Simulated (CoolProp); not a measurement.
A single-stage vapour-compression cycle with R1132(E): evaporating at 252.15 K (dew point), condensing at 276.15 K (bubble point), superheat 2 K, subcooling 0 K, compressor efficiency 0.9, no pressure losses. Each further row changes one setting.

Values from CoolProp's reference Helmholtz-energy equation of state, Akasaka 2024.

| case | cooling COP | pressure ratio | discharge temperature (K) | refrigerating effect (kJ/kg) | volumetric capacity (kJ/m³) |
|---|---|---|---|---|---|
| as stated | 8.38 | 2.24 | 292.4 | 237 | 3140 |
| evaporating temperature 257.15 K | 11.0 | 1.87 | 289.1 | 240 | 3780 |
| condensing temperature 271.15 K | 10.8 | 1.92 | 284.8 | 246 | 3250 |
| subcooling 5 K | 8.69 | 2.24 | 292.4 | 246 | 3250 |
| superheat 12 K | 8.29 | 2.24 | 302.8 | 247 | 3110 |
| compressor efficiency 0.8 | 7.45 | 2.24 | 295.7 | 237 | 3140 |
